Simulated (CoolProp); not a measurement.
A Linde-Hampson liquefier for normal hydrogen: isothermal reversible compression at 290 K from 1 atm to 5 MPa, throttling to 1 atm, return gas leaving the recuperator 10 K below the feed. Each further row changes one setting.

The numbers come from the reference Helmholtz-energy equation of state, Leachman 2009 in CoolProp.

```
case                        compression work (kJ/kg of gas)
--------------------------  -------------------------------
as stated                                              4700
high pressure 10 MPa                                   5560
warm-end temperature 320 K                             5180
warm-end gap 15 K                                      4700
```
